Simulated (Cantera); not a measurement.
Feed: 1 mol CHF₃, 0.32 mol CH₄, 18 mol H₂, held at 0.100 bar.

These are equilibrium values from Cantera (NASA tables, ideal gas, pure condensed phases), not measurements of a reactor. Candidate condensed phases: C, C₆H₆, C₇H₈, C₈H₁₈; 95 gas species. Kinetics and transport are ignored.

log p: log10 of the partial pressure in bar; n: condensed amount in mol.

```tsv
T (K)	log p H₂	log p HF	log p CH₄	log p H	log p C₂H₂ (acetylene)	n C(graphite)
900	-1.08	-1.83	-2.67	-10.47	-11.33	0.886
1000	-1.07	-1.83	-3.16	-9.18	-10.01	1.18
1100	-1.07	-1.84	-3.58	-8.12	-8.95	1.27
1200	-1.07	-1.84	?	?	?	1.30
1300	-1.07	-1.84	?	?	?	1.31
1400	-1.07	-1.84	-4.50	-5.85	-6.67	1.31
1500	-1.07	-1.84	-4.73	-5.29	-6.11	1.32
1600	-1.07	-1.84	-4.92	-4.80	-5.63	1.32
1700	-1.07	-1.84	-5.10	-4.37	-5.20	1.32
1800	-1.07	-1.84	-5.25	-3.98	-4.82	1.31
1900	-1.07	-1.84	-5.39	-3.64	-4.49	1.31
2000	-1.07	-1.84	-5.51	-3.32	-4.19	1.29
2100	-1.07	-1.84	-5.63	-3.04	-3.91	1.27
2200	-1.08	-1.84	-5.73	-2.79	-3.67	1.23
```

Complete the blanks.


- 1300, log p CH₄: -4.24
- 1300, log p H: -6.49
- 1300, log p C₂H₂ (acetylene): -7.31
- 1200, log p CH₄: -3.94
- 1200, log p H: -7.24
- 1200, log p C₂H₂ (acetylene): -8.06
